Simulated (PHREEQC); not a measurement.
Model water analysis in mmol/kgw, 20 °C, pH 3.67, pe 12.1:

| constituent | mmol/kgw |
|---|---|
| Na | 7.35 |
| K | 2.26 |
| Ca | 1.76 |
| Mg | 0.784 |
| Cl | 5.09 |
| S(6) | 4.85 |
| Pb | 0.00285 |
| Mn(2) | 0.0357 |

Na is adjusted to close the charge balance.
Valence states are taken as typed.

The numbers come from PHREEQC with the ion-association model, phreeqc.dat.

| quantity | before | after |
|---|---|---|
| SO4-2 (mol/kgw) | 0.00415 | 0.00369 |
| Ca+2 (mol/kgw) | 0.00141 | 0.00136 |
| Mg+2 (mol/kgw) | 0.000604 | 0.000410 |
| CaSO4 (mol/kgw) | 0.000346 | 0.000398 |
| MgSO4 (mol/kgw) | 0.000180 | 0.000374 |
| SI of Anglesite (PbSO4) | -0.86 | -1.25 |
| SI of Gypsum (CaSO4:2H2O) | -1.11 | -1.06 |

Question: Name the change that produced these shifts.
(A) temperature from 20 to 80 °C at the same typed pH
(B) S(6) from 4.85 to 14.5 mmol/kgw
(C) Cl from 5.09 to 15.3 mmol/kgw

Answer: A, temperature from 20 to 80 °C at the same typed pH

This is a speciation only: nothing precipitates in the calculation. Away from 25 °C the constants follow the database's enthalpies or fits; those with neither stay at their 25 °C values.
